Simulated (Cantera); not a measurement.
A freely propagating, adiabatic, planar premixed flame of 7.86 % CH₄, 15.7 % O₂, 59.1 % N₂, 17.3 % H₂O, equivalence ratio 1.0, unburnt at 400 K and 200000 Pa; mixture-averaged transport, grid criteria slope 0.08 and curve 0.16, no radiation.

Cantera simulation using GRI-Mech 3.0 (53 species, 325 reactions); the numbers are that mechanism's predictions, not measurements. Burning velocities carry a grid error of a few per cent, more on coarse grids.

**Question.** Predict: laminar burning velocity; thermal thickness; peak x(OH); peak x(CH₂O); peak x(CH₃).

**Answer.** 
- laminar burning velocity: 17.9 cm/s
- thermal thickness: 0.549 mm
- peak x(OH): 0.00386
- peak x(CH₂O): 0.000881
- peak x(CH₃): 0.000858
